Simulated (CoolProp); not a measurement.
Water at several states: fugacity coefficient from the reference equation and from simpler models built on Tc = 373.9 °C, pc = 22.06 MPa, ω = 0.344; each cubic takes its own stable root.

Values from CoolProp's reference Helmholtz-energy equation of state, Wagner 2002.

```json
[
 {"T (°C)": "39.75", "p (MPa)": "0.222", "phase": "liquid", "reference": "0.03278", "van der Waals": "0.9844", "Redlich-Kwong": "0.1392", "Soave-Redlich-Kwong": "0.02583", "Peng-Robinson": "0.02867"},
 {"T (°C)": "357.75", "p (MPa)": "0.418", "phase": "gas", "reference": "0.9931", "van der Waals": "0.9940", "Redlich-Kwong": "0.9931", "Soave-Redlich-Kwong": "0.9930", "Peng-Robinson": "0.9922"},
 {"T (°C)": "420.05", "p (MPa)": "58.7", "phase": "supercritical", "reference": "0.4158", "van der Waals": "0.4495", "Redlich-Kwong": "0.4315", "Soave-Redlich-Kwong": "0.4585", "Peng-Robinson": "0.4299"}
]
```

At some of these states van der Waals gives the other phase, because its saturation line lies elsewhere.
